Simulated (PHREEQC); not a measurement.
Consider water at 35 °C with 0.0015 mol/kgw ZnCl2 and 2.4e-05 mol/kgw Na2HAsO4. Closed to the air; pH follows from the charge balance.

The numbers come from PHREEQC with the ion-association model, wateq4f.dat.

Problem. The ionic strength comes out as 0.00450 mol/kgw. What activity coefficients do Zn+2, Na+, Cl-, H2AsO4-, ZnCl+ get?

Solution. Zn+2 0.75, Na+ 0.93, Cl- 0.93, H2AsO4- 0.93, ZnCl+ 0.93.

No solid was allowed to form. Species that the database lacks are ignored. The database has no arsenate complexes of Zn.
